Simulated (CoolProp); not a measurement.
R143a at 293.15 K and 1.91 MPa flows at 0.2 m/s in a round tube of 25 mm bore and 15 µm roughness, fully developed (64/Re and Nu = 3.66 if laminar; Colebrook and Gnielinski if turbulent). Each further row changes one setting.

Model: reference Helmholtz-energy equation of state, Lemmon and Jacobsen 2000, in CoolProp.

```csv
case,Reynolds number,Darcy friction factor,pressure drop (Pa/m),heat-transfer coefficient (W/(m² K)),mass flow (kg/h)
as stated,40100,0.0237,18.2,548,339
velocity 0.4 m/s,80200,0.0213,65.4,1020,677
diameter 50 mm,80200,0.0202,7.73,486,1350
```

Viscosity comes from a separate model (Klein 1997), an estimate that may be off by 10 % or more. Thermal conductivity comes from a separate model (McLinden 2000), an estimate that may be off by 10 % or more.
